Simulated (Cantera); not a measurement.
Ammonia decomposition in nitride growth gas

An isothermal, constant-pressure homogeneous reactor starts with NH3 : N2 = 1 : 7.7 (molar parts), at 2325 K and 750 Torr.

Computed with Cantera and the gas-phase N/H chemistry of the illustrative SiF4/NH3 mechanism in the Surface Chemkin manual (1991). Walls and surfaces, which speed up NH3 decomposition in real reactors, are not modelled.

```tsv
t (s)	x NH3	x N	x N2H2	x NH2	x H
9.00e-5	0.110	9.20e-7	2.54e-6	0.00179	3.81e-5
0.000207	0.104	2.19e-6	2.32e-6	0.00151	7.43e-5
0.000477	0.0907	4.18e-6	1.87e-6	0.00119	0.000139
0.00110	0.0671	6.15e-6	1.28e-6	0.000859	0.000263
0.00253	0.0344	7.29e-6	5.91e-7	0.000505	0.000502
0.00583	0.00780	7.28e-6	1.13e-7	0.000174	0.00101
0.0134	0.000254	4.47e-6	2.00e-9	1.47e-5	0.00278
0.0309	1.01e-5	6.66e-7	1.35e-11	9.08e-7	0.00428
0.0711	2.58e-6	1.74e-7	2.94e-12	2.33e-7	0.00432
0.164	1.09e-6	7.36e-8	2.32e-12	9.83e-8	0.00432
0.377	7.27e-7	4.92e-8	2.25e-12	6.57e-8	0.00432
0.869	6.92e-7	4.68e-8	2.24e-12	6.26e-8	0.00432
2.00	6.92e-7	4.68e-8	2.24e-12	6.26e-8	0.00432
```
x: mole fraction; the columns are a selection and need not sum to one.

Equilibrium at this temperature and pressure: NH3 6.92e-7, N 4.68e-8, N2H2 2.24e-12, NH2 6.26e-8, H 0.00432 (gas phase only).
